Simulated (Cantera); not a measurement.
A perfectly stirred reactor is fed with NH3 : H2 = 1 : 0.22 (molar parts), at 1.00 atm; it is held at 2200 K, and followed from long to short residence time.

Computed with Cantera and the gas-phase N/H chemistry of the illustrative SiF4/NH3 mechanism in the Surface Chemkin manual (1991). Walls and surfaces, which speed up NH3 decomposition in real reactors, are not modelled.

Question: Predict: x(NH3) at τ = 0.640 s; x(H2) at τ = 0.640 s; x(H) at τ = 0.640 s; x(N) at τ = 0.640 s; x(NH3) at τ = 15.0 ms; x(H2) at τ = 15.0 ms; x(N2H4) at τ = 15.0 ms; x(H) at τ = 15.0 ms; x(N) at τ = 15.0 ms.

Answer: x(NH3) at τ = 0.640 s: 0.00514
x(H2) at τ = 0.640 s: 0.768
x(H) at τ = 0.640 s: 0.00387
x(N) at τ = 0.640 s: 2.99e-6
x(NH3) at τ = 15.0 ms: 0.163
x(H2) at τ = 15.0 ms: 0.655
x(N2H4) at τ = 15.0 ms: 8.16e-8
x(H) at τ = 15.0 ms: 0.00113
x(N) at τ = 15.0 ms: 3.41e-6
